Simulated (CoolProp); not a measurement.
Saturated liquid density (kg/m³) of nitrogen: the reference equation beside estimates from Tc = -147.0 °C, pc = 3.396 MPa, ω = 0.037.

The numbers come from the reference Helmholtz-energy equation of state, Span 2000 in CoolProp.

| T (°C) | reference | van der Waals | Peng-Robinson |
|---|---|---|---|
| -198.35 | 817.6 | ___ | 925.9 |
| -195.45 | 804.5 | 552.8 | ___ |
| -192.55 | 791.1 | 543.7 | 893.7 |
| -189.65 | 777.4 | 534.2 | 876.3 |
| -186.75 | 763.2 | 524.3 | 858.0 |
| -183.95 | 749.1 | 514.4 | 839.3 |
| -181.05 | 734.0 | ___ | 818.9 |
| -178.15 | 718.3 | 492.4 | ___ |
| -175.25 | 701.8 | 480.5 | 773.9 |
| -172.35 | 684.5 | 468.0 | 749.1 |
| -169.45 | 666.1 | 454.6 | 722.5 |
| -166.55 | 646.5 | 440.3 | 693.6 |
| -163.65 | ___ | 424.9 | 662.1 |
| -160.75 | 602.0 | 408.0 | 627.5 |

**Question.** Fill in the missing entries.

**Answer.** 
- -198.35, van der Waals: 561.6
- -195.45, Peng-Robinson: 910.2
- -181.05, van der Waals: 503.6
- -178.15, Peng-Robinson: 797.1
- -163.65, reference: 625.3

Absolute difference from the reference over all 14 rows, mean and median: van der Waals 31.6 and 31.4 %, Peng-Robinson 10.3 and 11.3 %.
